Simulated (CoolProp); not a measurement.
The fluid at 298.15 K and 0.169 MPa is compressed adiabatically to 0.7 MPa with isentropic efficiency 0.6. The same conditions are run with several fluids, on thermodynamics alone (safety and materials aside).

Computed with CoolProp (reference Helmholtz-energy equation of state of each fluid (sulfur dioxide: Gao 2016; isobutane: Bücker 2006; R115: Lemmon 2016; vinyl chloride: Thol 2022; R404A: Lemmon 2003)). Blends and air are pseudo-pure fits.

```
fluid           work (kJ/kg)  final temperature (K)  final density (kg/m³)
--------------  ------------  ---------------------  ---------------------
sulfur dioxide           103                  454.4                   12.2
isobutane               99.2                  359.5                   15.3
R115                    37.9                  353.2                   39.9
vinyl chloride           100                  407.3                   13.6
R404A                   61.7                  368.8                   23.6
```
